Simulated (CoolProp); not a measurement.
CH3F (R41) along the isotherm 151.85 °C: density (kg/m³) from the reference equation and from simpler models built on Tc = 44.1 °C, pc = 5.906 MPa, ω = 0.200; each cubic takes its own stable root.

Values from CoolProp's reference Helmholtz-energy equation of state, Lemmon 2006. It is a short technical equation, of lower accuracy than the large ones.

```csv
p (MPa),phase,reference
0.187,gas,1.809
0.384,gas,3.734
0.788,gas,7.742
1.62,gas,16.26
3.32,gas,34.83
6.82,supercritical,78.67
14,supercritical,194.0
28.8,supercritical,412.1
59.1,supercritical,580.0
```

Question: How far does each simpler model (van der Waals, Soave-Redlich-Kwong, Peng-Robinson) lie from the reference over these 9 states: mean and median of the absolute difference, and the worst?

Answer: 
- van der Waals: mean 6.2 %, median 0.2 %, worst -29.0 % at 151.85 °C and 59.1 MPa
- Soave-Redlich-Kwong: mean 6.1 %, median 1.8 %, worst -19.2 % at 151.85 °C and 28.8 MPa
- Peng-Robinson: mean 3.4 %, median 0.3 %, worst -13.0 % at 151.85 °C and 28.8 MPa
